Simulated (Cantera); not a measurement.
An isothermal, constant-pressure homogeneous reactor starts with 89.3 % NH₃, 10.7 % H₂, at 2225 K and 743 Torr.

Detailed kinetics in Cantera: the gas-phase N/H chemistry of the illustrative SiF4/NH3 mechanism in the Surface Chemkin manual (1991). Walls and surfaces, which speed up NH3 decomposition in real reactors, are not modelled.

x: mole fraction; the columns are a selection and need not sum to one.

```
t (s)        x NH₃   x H₂      x N₂     x NH      x N
--------  --------  -----  --------  -------  -------
2.00e-6      0.892  0.107   5.43e-9  4.60e-7        ?
5.97e-6      0.891  0.108   1.60e-6  5.22e-6        ?
1.78e-5      0.888  0.109  0.000176  3.07e-5        ?
5.32e-5      0.878  0.116   0.00257  5.31e-5        ?
0.000159     0.846  0.139    0.0110  5.50e-5        ?
0.000474     0.761  0.202    0.0336  5.70e-5        ?
0.00141      0.569  0.343    0.0845  5.67e-5        ?
0.00422      0.276  0.559     0.162  4.80e-5  3.91e-6
0.0126      0.0503  0.725     0.222  2.79e-5  4.18e-6
0.0376     0.00107  0.759     0.235  4.16e-6        ?
0.112     0.000131  0.759     0.235  5.58e-7        ?
0.335      3.61e-5  0.759     0.235  1.53e-7        ?
1.00       1.19e-5  0.759     0.235  5.07e-8        ?
```

Problem. What belongs in the gaps?

Solution. 
- 2.00e-6, x N: 1.19e-9
- 5.97e-6, x N: 5.75e-8
- 1.78e-5, x N: 7.88e-7
- 5.32e-5, x N: 1.73e-6
- 0.000159, x N: 1.99e-6
- 0.000474, x N: 2.50e-6
- 0.00141, x N: 3.25e-6
- 0.0376, x N: 1.67e-6
- 0.112, x N: 2.33e-7
- 0.335, x N: 6.41e-8
- 1.00, x N: 2.12e-8
